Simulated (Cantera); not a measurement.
A closed system holds: 1 mol Cr₂O₃, 67 mol H₂, 34 mol N₂, held at 825 K and 10.0 Torr.

Method: chemical equilibrium by Gibbs-energy minimisation in Cantera with the NASA 1993 tables (ideal gas, pure condensed phases). Candidate condensed phases: Cr, CrN, Cr₂N, Cr₂O₃, H₂O; 29 gas species. Kinetics and transport are ignored.

Base state: H₂ 0.663, N₂ 0.337 (mole fractions); condensed: CrN(s) + Cr₂O₃(s).

Question: What changes in the equilibrium state with this change: Cr₂O₃ replaced by FeS?

Answer: 
```json
[
 {"species": "H₂", "before": "0.663", "after": "0.663"},
 {"species": "N₂", "before": "0.337", "after": "0.337"},
 {"species": "H₂S", "before": "0", "after": "0.000138"},
 {"species": "CrN(s), mol", "before": "0.000382", "after": "0"},
 {"species": "Cr₂O₃(s), mol", "before": "1.000", "after": "0"},
 {"species": "Fe(α), mol", "before": "0", "after": "0.0139"},
 {"species": "FeS(s), mol", "before": "0", "after": "0.986"}
]
```
FeS: taken at fixed stoichiometry. Further candidate phases: Fe, FeS, FeS₂, S.
